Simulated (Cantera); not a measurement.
Input: 1 mol Si, 4 mol Cl₂, 0.51 mol N₂, at 2.40 Torr.

Equilibrium computed with Cantera from the NASA thermochemical tables; the gas is ideal and each condensed phase is pure. Candidate condensed phases: Si, Si₃N₄; 13 gas species. The numbers say what is thermodynamically allowed, not how fast it happens.

### Question
At 1002 °C, list the 4 most abundant gas species with their mole fractions, and the condensed phases.

### Answer
Cl₂ 0.475, SiCl₄ 0.268, N₂ 0.137, Cl 0.120. Condensed: gas only.
